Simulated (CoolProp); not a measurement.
A closed Brayton cycle with carbon dioxide: compressor inlet 318.15 K and 9.3 MPa, high pressure 22.4 MPa, turbine inlet 970 K, compressor efficiency 0.89, turbine efficiency 0.85, recuperator effectiveness 0 (on enthalpy, no pinch check). Each further row changes one setting.

The numbers come from the reference Helmholtz-energy equation of state, Span 1996 in CoolProp.

```csv
case,thermal efficiency (%),net work (kJ/kg),compressor to turbine work,compressor exit (K),turbine exit (K)
as stated,12.4,101,0.23,370.8,859.0
turbine inlet 920 K,12.5,(withheld),(withheld),370.8,(withheld)
compressor inlet 328.15 K,12.1,91.2,(withheld),396.3,859.0
high pressure 19 MPa,(withheld),(withheld),0.22,360.8,(withheld)
recuperator effectiveness 0.5,19.4,101,0.23,370.8,859.0
```

Task: What belongs in the gaps?

Result: 
- turbine inlet 920 K, net work (kJ/kg): 93.3
- turbine inlet 920 K, compressor to turbine work: 0.25
- turbine inlet 920 K, turbine exit (K): 812.8
- compressor inlet 328.15 K, compressor to turbine work: 0.31
- high pressure 19 MPa, thermal efficiency (%): 10.3
- high pressure 19 MPa, net work (kJ/kg): 84.2
- high pressure 19 MPa, turbine exit (K): 879.2
